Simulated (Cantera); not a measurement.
Feed: 1 mol MgO, 7.2 mol HF, held at 1850 K and 10.0 mbar.

Cantera equilibrium calculation (NASA polynomials, part measured and part estimated; ideal gas, pure solids and liquids). Candidate condensed phases: H₂O, Mg, MgF₂, MgO, Mg(OH)₂; 31 gas species. Kinetics and transport are ignored.

Base state: HF 0.840, MgF₂ 0.0792, H₂O 0.0767, H₂ 0.00211, O₂ 0.000951, OH 0.000665, H 0.000247, MgF 0.000136 (mole fractions); condensed: MgO(s).

Task: What changes in the equilibrium state with this change: temperature from 1850 K to 900 K?

Result: 
| species | before | after |
|---|---|---|
| HF | 0.840 | 0.839 |
| H₂O | 0.0767 | 0.161 |
| H₂ | 0.00211 | 3.78e-8 |
| MgF₂ | 0.0792 | <1e-9 |
| OH | 0.000665 | <1e-9 |
| H | 0.000247 | <1e-9 |
| MgF | 0.000136 | <1e-9 |
| O | 5.95e-5 | <1e-9 |
| O₂ | 0.000951 | 1.87e-8 |
| MgO(s), mol | 0.428 | 0 |
| MgF₂(s), mol | 0 | 1.00 |

Task: What changes in the equilibrium state with this change: pressure from 10.0 mbar to 0.130 bar?

Result: 
```csv
species,before,after
HF,0.840,0.829
H₂O,0.0767,0.120
MgF₂,0.0792,0.0494
MgF,0.000136,1.82e-5
Mg₂F₄,7.35e-6,3.72e-5
O,5.95e-5,1.23e-5
H,0.000247,5.23e-5
"MgO(s), mol",0.428,0.186
"MgF₂(l), mol",0,0.482
```
Mutual solubility and eutectic melting of coexisting phases are not modelled.

Task: What changes in the equilibrium state with this change: temperature from 1850 K to 925 K?

Result: 
| species | before | after |
|---|---|---|
| HF | 0.840 | 0.839 |
| H₂O | 0.0767 | 0.161 |
| H₂ | 0.00211 | 6.85e-8 |
| MgF₂ | 0.0792 | <1e-9 |
| OH | 0.000665 | 1.90e-9 |
| H | 0.000247 | <1e-9 |
| MgF | 0.000136 | <1e-9 |
| O | 5.95e-5 | <1e-9 |
| O₂ | 0.000951 | 3.38e-8 |
| MgO(s), mol | 0.428 | 0 |
| MgF₂(s), mol | 0 | 1.00 |
